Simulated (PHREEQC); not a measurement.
Consider water at 20 °C with 0.0064 mol Cu(NO3)2, 0.15 mol H2SO4 and 0.0059 mol Na2SO4 per kg of water. Closed to the air; pH follows from the charge balance.

Equilibrium calculation in PHREEQC: ion-association model, phreeqc.dat.

Each row changes one thing in this solution. No solid was allowed to form.

| case | pH | ionic strength (mol/kgw) | HSO4- (mol/kgw) | SO4-2 (mol/kgw) | Cu+2 (mol/kgw) | CuSO4 (mol/kgw) |
|---|---|---|---|---|---|---|
| as made | 0.86 | 0.226 | 0.126 | 0.0275 | 0.00438 | 0.00202 |
| H2SO4 from 0.15 to 0.3 mol/kgw | 0.59 | 0.397 | 0.266 | 0.0379 | 0.00451 | 0.00188 |
| 0.0031 mol/kgw HBr added | 0.85 | 0.229 | 0.126 | 0.0272 | 0.00440 | 0.00200 |
| Cu(NO3)2 from 0.0064 to 0.00704 mol/kgw | 0.86 | 0.228 | 0.126 | 0.0275 | 0.00482 | 0.00222 |
| Na2SO4 left out | 0.85 | 0.217 | 0.122 | 0.0257 | 0.00443 | 0.00197 |
| temperature from 20 to 90 °C | 0.93 | 0.187 | 0.148 | 0.00660 | 0.00562 | 0.000782 |

Away from 25 °C the constants follow the database's enthalpies or fits; those with neither stay at their 25 °C values.
